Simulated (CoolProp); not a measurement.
20 sccm (0 °C, 1 atm) of nitrogen bubbles through liquid n-hexane at 314 K and leaves saturated at a total pressure of 0.15 MPa (ideal gas phase). Each further row changes one setting.

The numbers come from the reference Helmholtz-energy equation of state, Thol 2019 in CoolProp.

```tsv
case	vapour pressure (kPa)	mole fraction of vapour	delivery (mg/min)	delivery (sccm)	change of delivery for a bath 1 K warmer (%)
as stated	38.5	0.257	26.6	6.91	5.3
bath temperature 319 K	?	0.310	34.5	8.98	?
total pressure 0.3 MPa	38.5	0.128	11.3	2.95	?
```

Fill in the missing entries.


- bath temperature 319 K, vapour pressure (kPa): 46.5
- bath temperature 319 K, change of delivery for a bath 1 K warmer (%): 5.5
- total pressure 0.3 MPa, change of delivery for a bath 1 K warmer (%): 4.5
